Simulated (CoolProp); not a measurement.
Vapour pressure (MPa) of C3F8 (R218): the reference equation beside estimates from Tc = 71.9 °C, pc = 2.640 MPa, ω = 0.317.

Model: reference Helmholtz-energy equation of state, Lemmon 2006, in CoolProp. It is a short technical equation, of lower accuracy than the large ones.

```
T (°C)   reference  Lee-Kesler  van der Waals  Redlich-Kwong
-------  ---------  ----------  -------------  -------------
-102.35   0.001262    0.001212        0.06856       0.005188
-98.75    0.001782    0.001713        0.07896       0.006926
-95.15    0.002475    0.002383        0.09044       0.009111
-91.55    0.003384    0.003265         0.1031        0.01182
-87.95    0.004560    0.004409         0.1169        0.01514
-84.35    0.006063    0.005876         0.1319        0.01917
-80.75    0.007960    0.007732         0.1483        0.02399
-77.05     0.01040     0.01013         0.1666        0.02990
-73.45         ___     0.01302            ___            ___
-69.85     0.01692     0.01656         0.2064        0.04459
-66.25     0.02126     0.02086         0.2286        0.05376
-62.65     0.02646     0.02603         0.2524        0.06429
-59.05     0.03265     0.03220         0.2778        0.07633
-55.45     0.03995     0.03949         0.3049        0.09000
```

**Question.** What belongs in the gaps?

**Answer.** 
- -73.45, reference: 0.01333
- -73.45, van der Waals: 0.1858
- -73.45, Redlich-Kwong: 0.03668

Absolute difference from the reference over all 14 rows, mean and median: Lee-Kesler 2.7 and 2.7 %, van der Waals 2116.1 and 1632.5 %, Redlich-Kwong 203.4 and 194.4 %.
